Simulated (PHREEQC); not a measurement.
0.068 g of hydrous ferric oxide (600 m²/g; 0.2 weak and 0.005 strong sites per Fe, Dzombak-Morel constants, diffuse double layer) in 1 kg of water with 0.3 mol/kgw of an inert sodium salt, at 25 °C; the pH is set by adding NaOH or the inert anion's acid. O2 is buffered at 0.21 atm. No CO2 enters from the air. Precipitation was switched off in this run.

Equilibrium calculation in PHREEQC: ion-association model, wateq4f.dat.

| pH | surface charge σ (C/m²) | surface potential ψ (mV) |
|---|---|---|
| 3 | 0.368 | 126 |
| 3.38 | 0.365 | 125 |
| 3.75 | 0.357 | 124 |
| 4.12 | 0.343 | 122 |
| 4.5 | 0.318 | 118 |
| 4.88 | 0.282 | 112 |
| 5.25 | 0.240 | 104 |
| 5.62 | 0.196 | 94 |
| 6 | 0.154 | 83 |
| 6.38 | 0.116 | 70 |
| 6.75 | 0.085 | 56 |
| 7.12 | 0.058 | 42 |
| 7.5 | 0.034 | 26 |
| 7.88 | 0.012 | 10 |
| 8.25 | -0.008 | -6 |
| 8.62 | -0.028 | -22 |
| 9 | -0.051 | -38 |

The oxide is taken as insoluble; below pH 4 it would dissolve.
